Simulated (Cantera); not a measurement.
# Hydrocarbon pyrolysis for carbon deposition

An isothermal, constant-pressure homogeneous reactor starts with C₂H₄ : H₂ = 1 : 9.5 (molar parts), at 1700 K and 3.08 Torr.

Detailed kinetics in Cantera: GRI-Mech 3.0 (53 species, 325 reactions). GRI-Mech 3.0 was tuned for natural gas; its chemistry of ethylene as a main component is partial and can be far from experiment. GRI-Mech 3.0 stops at C3 and has no aromatics, soot or wall deposition, so with more carbon than oxygen in the feed, carbon stays in small species such as C2H2 where larger ones or solid carbon would form. Radical loss at walls, strong at low pressure, is not modelled.

| t (s) | x C₂H₄ | x H₂ | x C₂H₂ | x H | x CH₂ | x CH₄ | x C₂H₆ |
|---|---|---|---|---|---|---|---|
| 8.00e-6 | 0.0952 | 0.905 | 6.26e-6 | 6.99e-9 | <1e-12 | <1e-12 | 3.41e-12 |
| 2.64e-5 | 0.0952 | 0.905 | 2.06e-5 | 2.55e-8 | <1e-12 | <1e-12 | 3.38e-11 |
| 8.69e-5 | 0.0952 | 0.905 | 6.81e-5 | 9.40e-8 | 1.54e-12 | 1.67e-12 | 2.79e-10 |
| 0.000287 | 0.0950 | 0.905 | 0.000224 | 3.27e-7 | 1.40e-11 | 7.47e-11 | 1.54e-9 |
| 0.000945 | 0.0944 | 0.905 | 0.000739 | 1.10e-6 | 8.34e-11 | 1.92e-9 | 5.38e-9 |
| 0.00312 | 0.0926 | 0.905 | 0.00243 | 3.64e-6 | 3.30e-10 | 2.40e-8 | 1.29e-8 |
| 0.0103 | 0.0865 | 0.906 | 0.00797 | 1.19e-5 | 1.06e-9 | 1.86e-7 | 2.06e-8 |
| 0.0339 | 0.0677 | 0.907 | 0.0252 | 3.44e-5 | 2.44e-9 | 1.15e-6 | 2.75e-8 |
| 0.112 | 0.0267 | 0.911 | 0.0626 | 6.77e-5 | 1.89e-9 | 4.62e-6 | 1.70e-8 |
| 0.368 | 0.000497 | 0.913 | 0.0865 | 0.000200 | 1.12e-10 | 7.78e-6 | 6.80e-10 |
| 1.21 | 1.93e-5 | 0.912 | 0.0869 | 0.000877 | 1.72e-10 | 7.98e-6 | 5.39e-11 |
| 4.00 | 1.61e-5 | 0.911 | 0.0869 | 0.00198 | 1.01e-9 | 9.85e-6 | 4.74e-11 |
x: mole fraction; the columns are a selection and need not sum to one.

Equilibrium at this temperature and pressure: C₂H₄ 1.57e-5, H₂ 0.911, C₂H₂ 0.0868, H 0.00221, CH₂ 1.64e-8, CH₄ 0.000133, C₂H₆ 1.32e-10 (gas phase only).
